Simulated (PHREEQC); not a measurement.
Make-up at 20 °C: 26 mmol/kgw SrCl2, 14 mmol/kgw CO2 and 0.0083 mmol/kgw H4SiO4. Closed to the air; pH follows from the charge balance.

The numbers come from PHREEQC with the Pitzer model, pitzer.dat.

Precipitation was switched off in this run.

Problem. Estimate the pH, specific conductance, osmotic coefficient.

Solution. pH 4.09; specific conductance 5000 µS/cm; osmotic coefficient 0.898.

Species that the database lacks are ignored.
